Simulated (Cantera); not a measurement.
An isothermal, constant-pressure homogeneous reactor starts with 13.9 % C₂H₆, 86.1 % N₂, at 1250 K and 1330 Pa.

Detailed kinetics in Cantera: GRI-Mech 3.0 (53 species, 325 reactions). GRI-Mech 3.0 stops at C3 and has no aromatics, soot or wall deposition, so with more carbon than oxygen in the feed, carbon stays in small species such as C2H2 where larger ones or solid carbon would form. Radical loss at walls, strong at low pressure, is not modelled.

### Question
Predict: x(C₂H₆) at 100 s; x(C₂H₄) at 100 s; x(C₂H₂) at 100 s; x(H₂) at 100 s; x(CH₄) at 100 s; x(H) at 100 s.

### Answer
```json
{
  "x(C₂H₆) at 100 s": "1.21e-6 (gas-phase equilibrium 2.45e-7)",
  "x(C₂H₄) at 100 s": "0.00180 (gas-phase equilibrium 0.00104)",
  "x(C₂H₂) at 100 s": "0.0941 (gas-phase equilibrium 0.0660)",
  "x(H₂) at 100 s": "0.174 (gas-phase equilibrium 0.208)",
  "x(CH₄) at 100 s": "0.0331 (gas-phase equilibrium 0.00701)",
  "x(H) at 100 s": "9.85e-7 (gas-phase equilibrium 1.92e-6)"
}
```
